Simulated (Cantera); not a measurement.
A freely propagating, adiabatic, planar premixed flame of H2 : O2 : N2 = 1 : 0.417 : 1.57 (molar parts), unburnt at 625 K and 0.0987 atm; mixture-averaged transport, grid criteria slope 0.08 and curve 0.16, no radiation.

Model: the H2/O2 subset of GRI-Mech 3.0, which has no nitrogen chemistry, integrated in Cantera. Burning velocities carry a grid error of a few per cent, more on coarse grids.

**Question.** How do the results move with these cheaper or finer settings: unity-Lewis-number transport; multicomponent transport; multicomponent+Soret transport; grid criteria slope 0.5, curve 1; grid criteria slope 0.25, curve 0.5; grid criteria slope 0.03, curve 0.06?

**Answer.** 
| setting | laminar burning velocity | thermal thickness | peak x(H2O2) | peak x(HO2) | grid points |
|---|---|---|---|---|---|
| as above | 667 cm/s | 9.67 mm | 5.37e-7 | 3.32e-5 | 142 |
| unity-Lewis-number transport | 419 cm/s | 7.26 mm | 5.09e-7 | 3.10e-5 | 137 |
| multicomponent transport | 653 cm/s | 9.59 mm | 5.36e-7 | 3.32e-5 | 142 |
| multicomponent+Soret transport | 632 cm/s | 9.49 mm | 5.43e-7 | 3.32e-5 | 144 |
| grid criteria slope 0.5, curve 1 | 957 cm/s | 17.2 mm | 5.19e-7 | 3.05e-5 | 43 |
| grid criteria slope 0.25, curve 0.5 | 775 cm/s | 12.1 mm | 5.28e-7 | 3.28e-5 | 71 |
| grid criteria slope 0.03, curve 0.06 | 641 cm/s | 9.11 mm | 5.40e-7 | 3.34e-5 | 270 |
Unity Lewis numbers drop preferential diffusion, which matters most where H2 and H carry the flame; Soret adds thermal diffusion.
